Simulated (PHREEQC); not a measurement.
PHREEQC input (ion-association model, phreeqc.dat):

```
SOLUTION_SPECIES
  CO3-2 + 10 H+ + 8 e- = CH4 + 3 H2O  # shut off: no methane
    -log_k -100
    -delta_h 0
    -analytic -100
SOLUTION 1
  temp 25
  units mol/kgw
  pH 7 charge
END
SELECTED_OUTPUT 1
  -reset false
  -pH true
  -pe true
  -ionic_strength true
  -water true
  -totals C C(-4) C(4) Hdg
  -molalities H+ CO3-2 OH- HCO3- CO2 (CO2)2
USER_PUNCH 1
  -headings p_CO2(g) phi_CO2(g) p_Hdg(g) phi_Hdg(g) p_H2O(g) phi_H2O(g) density
  10 PUNCH PR_P("CO2(g)"), PR_PHI("CO2(g)"), PR_P("Hdg(g)"), PR_PHI("Hdg(g)"), PR_P("H2O(g)"), PR_PHI("H2O(g)"), RHO
PRINT
  -reset false
USE solution 1
REACTION_TEMPERATURE 1
  50
GAS_PHASE 1
  -fixed_pressure
  -pressure 2
  -temperature 50
  -volume 20
  CO2(g) 0.78
  Hdg(g) 1.22
  H2O(g) 0
END
# ... the last block is repeated for the other 12 points of P (atm)
```

Selected output (columns that matter, 13 of 13 rows; P (atm) added in front):

```
P (atm)	pH	mu	C	Hdg	m_H+	m_OH-	m_CO2	p_CO2(g)	phi_CO2(g)	p_Hdg(g)	phi_Hdg(g)	p_H2O(g)	phi_H2O(g)	density
2	4.0707	8.5929e-05	0.014033	0.00084445	8.5929e-05	6.5179e-10	0.013932	0.72172	0.99329	1.1553	1.0017	0.12301	0.98716	0.98817
5	3.8659	0.00013811	0.035915	0.002191	0.00013811	4.0877e-10	0.035681	1.8738	0.98377	3.0009	1.0038	0.12532	0.97058	0.98846
10	3.7165	0.00019529	0.071216	0.0044279	0.00019529	2.9161e-10	0.070646	3.795	0.96823	6.0758	1.0074	0.12926	0.94364	0.98893
20	3.5722	0.00027302	0.13765	0.0088753	0.00027302	2.1132e-10	0.13599	7.6412	0.93816	12.221	1.0147	0.1375	0.89213	0.98982
30	3.4912	0.0003296	0.19881	0.01329	0.0003296	1.7696e-10	0.1956	11.492	0.9094	18.362	1.0223	0.14624	0.84365	0.99067
40	3.4359	0.00037487	0.25502	0.017673	0.00037487	1.5716e-10	0.24995	15.347	0.88193	24.497	1.03	0.1555	0.79807	0.99147
50	3.3946	0.00041273	0.3066	0.022027	0.00041273	1.4411e-10	0.29945	19.207	0.85569	30.628	1.0379	0.16529	0.75525	0.99223
75	3.3239	0.00048648	0.41732	0.032793	0.00048648	1.2506e-10	0.40455	28.869	0.7953	45.939	1.0583	0.19219	0.65939	0.99397
100	3.2782	0.0005412	0.50571	0.043398	0.0005412	1.1489e-10	0.48733	38.548	0.7419	61.229	1.0795	0.22269	0.57793	0.99551
150	3.221	0.00061844	0.63171	0.064126	0.00061844	1.0493e-10	0.60372	57.939	0.6537	91.766	1.123	0.29474	0.45065	0.99816
200	3.1855	0.00067176	0.7115	0.084147	0.00067176	1.0076e-10	0.67646	77.355	0.58637	122.26	1.167	0.38113	0.35991	1.0004
300	3.1404	0.00074635	0.79809	0.12164	0.00074635	9.8651e-11	0.75458	116.21	0.4971	183.2	1.253	0.59059	0.24792	1.0043
400	3.1083	0.00080416	0.84132	0.15533	0.00080416	9.9589e-11	0.79326	155.07	0.44681	244.1	1.3361	0.83508	0.18721	1.0079
```

At this temperature some constants are extrapolated from 25 °C, and those without enthalpy data are left unchanged.
